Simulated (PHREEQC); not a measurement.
Solution (38 °C): 0.0047 mol/kgw CaCl2, 0.00048 mol/kgw Na2SO4 and 0.0044 mol/kgw KCl. Closed to the air; pH follows from the charge balance.

The numbers come from PHREEQC with the Pitzer model, pitzer.dat.

Each row changes one thing in this solution. No solid was allowed to form.

```
case                                  pH  HSO4- (mol/kgw)  SI of Gypsum (CaSO4:2H2O)  SI of Sylvite (KCl)
----------------------------------  ----  ---------------  -------------------------  -------------------
as made                             6.79          5.39e-9                      -1.63                -5.37
6.3e-05 mol/kgw NaOH added          9.31         1.63e-11                      -1.63                -5.37
KCl from 0.0044 to 0.00088 mol/kgw  6.79          5.49e-9                          ?                -6.19
temperature from 38 to 75 °C        6.36                ?                          ?                -5.60
diluted 2-fold with water           6.80          3.27e-9                          ?                    ?
```

Task: Fill in the missing entries.

Result: 
- KCl from 0.0044 to 0.00088 mol/kgw, SI of Gypsum (CaSO4:2H2O): -1.60
- temperature from 38 to 75 °C, HSO4- (mol/kgw): 4.20e-8
- temperature from 38 to 75 °C, SI of Gypsum (CaSO4:2H2O): -1.54
- diluted 2-fold with water, SI of Gypsum (CaSO4:2H2O): -2.07
- diluted 2-fold with water, SI of Sylvite (KCl): -5.94

Species that the database lacks are ignored. At this temperature some constants are extrapolated from 25 °C, and those without enthalpy data are left unchanged.
